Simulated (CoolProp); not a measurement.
Vapour-liquid equilibrium of n-decane (1) + n-dodecane (2) at 77.3 kPa; x and y are mole fractions of (1).

The numbers come from the multi-fluid Helmholtz-energy mixture model, Lemmon 2006 and Lemmon 2004; pair parameters Bell 2016 in CoolProp.

Question: Give the bubble temperature and the first vapour's composition at x = 0.25, 0.35, 0.75. Is there an azeotrope?

Answer: x = 0.25: 464.3 K, y = 0.472; x = 0.35: 459.4 K, y = 0.598; x = 0.75: 444.1 K, y = 0.898. No azeotrope shows between x = 0.05 and 0.95.

The pair parameters rest on a limited set of measurements; away from them the model extrapolates.
